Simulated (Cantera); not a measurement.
A freely propagating, adiabatic, planar premixed flame of 48.0 % H2, 10.9 % O2, 41.1 % N2, equivalence ratio 2.2, unburnt at 698 K and 2100 Torr; mixture-averaged transport, grid criteria slope 0.08 and curve 0.16, no radiation.

Detailed kinetics in Cantera: the H2/O2 subset of GRI-Mech 3.0, which has no nitrogen chemistry. The hydrogen kinetics of GRI-Mech 3.0 are dated; newer H2 mechanisms differ, most at raised pressure. Burning velocities carry a grid error of a few per cent, more on coarse grids.

x: mole fraction of selected species; z is measured from the peak of heat release.

```
z (mm)   T (K)  u (m/s)   x H2      x O2   x H2O2      x OH     x HO2       x H
-------  -----  -------  -----  --------  -------  --------  --------  --------
-0.393     698     12.3  0.480     0.109    <1e-8     <1e-8     <1e-8     <1e-8
-0.262     698     12.3  0.480     0.109    <1e-8     <1e-8     <1e-8     <1e-8
-0.196     698     12.3  0.480     0.109    <1e-8     <1e-8   2.38e-8     <1e-8
-0.131     698     12.3  0.480     0.109    <1e-8     <1e-8   3.34e-6   4.02e-7
-0.0655    728     12.7  0.476     0.109  4.60e-6   8.27e-5  0.000385  0.000430
-0.0327    939     16.1  0.445     0.102  1.27e-5  0.000685  0.000311   0.00796
0         1325     22.0  0.359    0.0690  4.38e-6   0.00227  0.000148    0.0400
0.0327    1609     26.5  0.278    0.0227  1.60e-6   0.00406   4.73e-5    0.0712
0.0655    1740     28.5  0.253         ?        ?   0.00444         ?    0.0768
0.131     1859     30.2  0.252  0.000663  4.82e-7   0.00462   1.38e-6    0.0675
0.262     1974     31.8  0.262         ?        ?   0.00440         ?         ?
0.524     2081     33.2  0.271  0.000141  1.42e-7   0.00373   3.49e-7    0.0373
1.05      2168     34.4  0.278   6.63e-5  7.14e-8   0.00282   1.79e-7    0.0248
```

### Question
What belongs in the gaps?

### Answer

- 0.0655, x O2: 0.00540
- 0.0655, x H2O2: 8.64e-7
- 0.0655, x HO2: 1.09e-5
- 0.262, x O2: 0.000256
- 0.262, x H2O2: 2.69e-7
- 0.262, x HO2: 5.95e-7
- 0.262, x H: 0.0522
